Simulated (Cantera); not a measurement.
Feed: 1 mol SiCl₄, 19 mol O₂, at 252 °C and 1.00 bar.

Method: chemical equilibrium by Gibbs-energy minimisation in Cantera with the NASA 1993 tables (ideal gas, pure condensed phases). Candidate condensed phases: Si, SiO₂; 15 gas species. Equilibrium is a limit: real reactors are often held back by kinetics, nucleation or transport.

Base state: O₂ 0.900, Cl₂ 0.100 (mole fractions); condensed: SiO₂(α-quartz).

Question: What changes in the equilibrium state with this change: SiCl₄ replaced by HMDSO?

Answer: 
```json
[
 {"species": "H₂O", "before": "0", "after": "0.409"},
 {"species": "O₂", "before": "0.900", "after": "0.318"},
 {"species": "CO₂", "before": "0", "after": "0.273"},
 {"species": "Cl₂", "before": "0.100", "after": "0"},
 {"species": "SiO₂(α-quartz), mol", "before": "1.00", "after": "2.00"}
]
```
The feed counts by its element totals alone. Further candidate phases: C, C₆H₆, C₇H₈, C₈H₁₈, H₂O, SiC.
